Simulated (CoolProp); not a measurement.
Model: reference Helmholtz-energy equation of state, Lemmon 2006, in CoolProp. It is a short technical equation, of lower accuracy than the large ones.

**Question.** For carbon monoxide, give the phase and the density (kg/m³), cp (kJ/(kg K)), isothermal compressibility (1/MPa), expansivity (1/kK) at 121.4 K and 3220 kPa; 135.1 K and 3220 kPa; 217.7 K and 3220 kPa.

**Answer.** 
- 121.4 K and 3220 kPa: liquid; density 582, cp 2.93, isothermal compressibility 0.0240, expansivity 15.0
- 135.1 K and 3220 kPa: gas; density 136, cp 3.48, isothermal compressibility 0.693, expansivity 41.7
- 217.7 K and 3220 kPa: gas; density 52.8, cp 1.18, isothermal compressibility 0.327, expansivity 5.77
